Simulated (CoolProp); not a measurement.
Vapour-liquid equilibrium of hydrogen sulfide (1) + isobutane (2) at 211.7 K; x and y are mole fractions of (1).

Computed with CoolProp (multi-fluid Helmholtz-energy mixture model, Lemmon 2006 and Bücker 2006; pair parameters Kunz 2012).

Problem. Give the bubble pressure and the first vapour's composition at x = 0.05, 0.55, 0.85. Is there an azeotrope?

Solution. x = 0.05: 0.01910 MPa, y = 0.577; x = 0.55: 0.07801 MPa, y = 0.931; x = 0.85: 0.08801 MPa, y = 0.959. No azeotrope shows between x = 0.05 and 0.95.

Pair parameters are fitted to limited data, so mixtures are less certain than the pure fluids. With so large a gap from Raoult's law the liquid may split in two, which this calculation doesn't test in full.
